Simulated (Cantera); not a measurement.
Feed: 1 mol PbCl2, 210 mol N2, equilibrated at 1325 K and 2.60e-6 bar.

These are equilibrium values from Cantera (NASA tables, ideal gas, pure condensed phases), not measurements of a reactor. The numbers say what is thermodynamically allowed, not how fast it happens.

```json
[
 {"species": "N2", "before": "0.988", "after": "0.893"},
 {"species": "Cl", "before": "0.00761", "after": "0.0509"},
 {"species": "PbCl", "before": "0.00159", "after": "0.0325"},
 {"species": "PbCl2", "before": "0.000103", "after": "0.0141"},
 {"species": "PbCl4", "before": "2.02e-9", "after": "1.24e-5"},
 {"species": "Cl2", "before": "6.32e-7", "after": "2.82e-5"},
 {"species": "Pb", "before": "0.00301", "after": "0.00923"}
]
```
Gas species are given as mole fractions.

Task: What was changed between the two runs?
A) N2 from 210 to 16 mol
B) pressure from 2.60e-6 bar to 0.0100 bar
C) temperature from 1325 K to 1598 K
D) pressure from 2.60e-6 bar to 0.000600 bar

Result: A, N2 from 210 to 16 mol. The tables' values for PbCl4 are old estimates; treat these amounts as uncertain
